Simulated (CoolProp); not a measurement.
Computed with CoolProp (reference Helmholtz-energy equation of state, Wagner 2002).

Problem. Give the vapour pressure (MPa), vapour density (kg/m³), liquid cp (kJ/(kg K)) of saturated water at 459.5, 489.1, 518.8 K.

Solution. 
```tsv
T (K)	p (MPa)	vapour density (kg/m³)	liquid cp (kJ/(kg K))
459.5	1.16	5.92	4.43
489.1	2.15	10.8	4.59
518.8	3.69	18.5	4.83
```
